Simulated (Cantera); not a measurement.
An adiabatic, constant-volume homogeneous reactor starts with CH3OH : O2 : N2 = 1 : 0.938 : 6.66 (molar parts), at 1400 K and 3.90 bar. Integrator tolerance rtol = 1e-08.

Detailed kinetics in Cantera: GRI-Mech 3.0 (53 species, 325 reactions). GRI-Mech 3.0 was tuned for natural gas; its chemistry of methanol as a main component is partial and can be far from experiment.

What does this change do: pressure from 3.90 bar to 0.260 bar?


```
quantity                                                              before                                      after
---------------------------------  -----------------------------------------  -----------------------------------------
time of steepest temperature rise                                   0.187 ms                                    2.17 ms
temperature at 0.800 s                                                2637 K                                     2540 K
equilibrium temperature                                               2637 K                                     2540 K
x(CH3OH) at 0.800 s                    <1e-12 (gas-phase equilibrium <1e-12)      <1e-12 (gas-phase equilibrium <1e-12)
x(O2) at 0.800 s                   0.000161 (gas-phase equilibrium 0.000161)  0.000912 (gas-phase equilibrium 0.000912)
x(C2H6) at 0.800 s                     <1e-12 (gas-phase equilibrium <1e-12)      <1e-12 (gas-phase equilibrium <1e-12)
x(N2O) at 0.800 s                    1.12e-7 (gas-phase equilibrium 1.12e-7)    5.73e-8 (gas-phase equilibrium 5.73e-8)
x(CH3) at 0.800 s                  7.62e-12 (gas-phase equilibrium 8.68e-12)      <1e-12 (gas-phase equilibrium <1e-12)
x(CO) at 0.800 s                       0.0689 (gas-phase equilibrium 0.0689)      0.0690 (gas-phase equilibrium 0.0690)
x(CH2O) at 0.800 s                   1.09e-8 (gas-phase equilibrium 1.09e-8)  7.21e-10 (gas-phase equilibrium 7.21e-10)
```
